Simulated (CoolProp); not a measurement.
Ethanol along the isotherm 146.85 °C: density (kg/m³) from the reference equation and from simpler models built on Tc = 241.6 °C, pc = 6.268 MPa, ω = 0.644; each cubic takes its own stable root.

Computed with CoolProp (reference Helmholtz-energy equation of state, Schroeder 2014).

```tsv
p (MPa)	phase	reference	van der Waals	Redlich-Kwong	Soave-Redlich-Kwong	Peng-Robinson
0.392	gas	(withheld)	5.336	5.381	5.427	5.443
0.783	gas	11.65	(withheld)	11.23	11.46	11.53
1.18	liquid	654.9	17.28	17.82	537.0	608.5
1.57	liquid	655.9	24.01	25.13	538.0	609.4
1.96	liquid	656.9	31.51	480.0	538.9	(withheld)
2.35	liquid	657.9	40.11	(withheld)	539.9	(withheld)
2.74	liquid	658.9	341.5	483.7	540.8	612.2
3.13	liquid	659.8	343.8	485.5	541.7	613.1
```

Question: Some entries are withheld; supply them.

Answer: 
- 0.392, reference: 5.461
- 0.783, van der Waals: 11.03
- 1.96, Peng-Robinson: 610.4
- 2.35, Redlich-Kwong: 481.9
- 2.35, Peng-Robinson: 611.3

At some of these states van der Waals, Redlich-Kwong gives the other phase, because its saturation line lies elsewhere.
